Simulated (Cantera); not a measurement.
What does this Cantera script print?

```python
import numpy as np
import cantera as ct

gas = ct.Solution("gri30.yaml")
gas.TPX = 1000, 120, {'H2': 0.0083, 'O2': 1, 'N2': 3.5}
reactor = ct.IdealGasConstPressureReactor(gas, energy="off", clone=False)
net = ct.ReactorNet([reactor])
net.rtol, net.atol = 1e-08, 1e-18
show = ['H2', 'O2', 'NO', 'H2O2', 'NO2', 'H2O', 'HO2']
times = np.geomspace(0.0004, 7, 9)

steps = ct.SolutionArray(gas, extra=["t"])
rows = []
print(f"{'t/s':>10s}{'T/K':>9s}{'P/Pa':>11s}" + "".join(f"{s:>11s}" for s in show))
for t in times:
    while net.time < t:
        t_next = net.step()
        steps.append(gas.state, t=t_next)
    rows.append([np.interp(t, steps.t, y) for y in (steps.T, steps.P, *steps(*show).X.T)])
    print(f"{t:10.3e}{rows[-1][0]:9.1f}{rows[-1][1]:11.4g}" + "".join(f"{x:11.3e}" for x in rows[-1][2:]))
rate = np.gradient(steps.T, steps.t)
print("integrator steps:", len(steps.t))
if steps.T.max() > steps.T[0] + 200:
    print(f"time of steepest temperature rise: {steps.t[rate.argmax()]:.4e} s")
gas.TPX = 1000, 120, {'H2': 0.0083, 'O2': 1, 'N2': 3.5}
gas.equilibrate("TP")
print(f"equilibrium (TP): T = {gas.T:.1f} K  " + "  ".join(f"{s} {gas[s].X[0]:.3e}" for s in show))
```

Result:

```
       t/s      T/K       P/Pa         H2         O2         NO       H2O2        NO2        H2O        HO2
 4.000e-04   1000.0        120  1.841e-03  2.218e-01  2.771e-29  4.855e-20  9.659e-40  2.290e-17  1.427e-13
 1.357e-03   1000.0        120  1.841e-03  2.218e-01  1.110e-27  5.659e-19  1.101e-37  7.916e-16  4.839e-13
 4.601e-03   1000.0        120  1.841e-03  2.218e-01  4.532e-26  6.413e-18  1.619e-35  2.567e-14  1.641e-12
 1.560e-02   1000.0        120  1.841e-03  2.218e-01  1.504e-24  7.371e-17  2.690e-33  6.887e-13  5.570e-12
 5.292e-02   1000.0        120  1.841e-03  2.218e-01  3.800e-23  8.465e-16  4.630e-31  1.376e-11  1.891e-11
 1.795e-01   1000.0        120  1.841e-03  2.218e-01  1.470e-21  9.707e-15  1.389e-28  4.029e-10  6.471e-11
 6.086e-01   1000.0        120  1.840e-03  2.218e-01  3.100e-18  2.052e-13  4.273e-24  5.465e-07  1.108e-09
 2.064e+00   1000.0        120  1.454e-05  2.202e-01  2.567e-10  4.532e-10  3.039e-15  1.708e-03  5.127e-08
 7.000e+00   1000.0        120  6.215e-06  2.203e-01  1.147e-09  2.858e-10  1.589e-14  1.753e-03  4.147e-08
integrator steps: 577
equilibrium (TP): T = 1000.0 K  H2 9.952e-12  O2 2.211e-01  NO 3.206e-05  H2O2 8.452e-14  NO2 6.110e-08  H2O 1.843e-03  HO2 2.445e-11
```

Cantera simulation using GRI-Mech 3.0 (53 species, 325 reactions); the numbers are that mechanism's predictions, not measurements. Radical loss at walls, strong at low pressure, is not modelled.
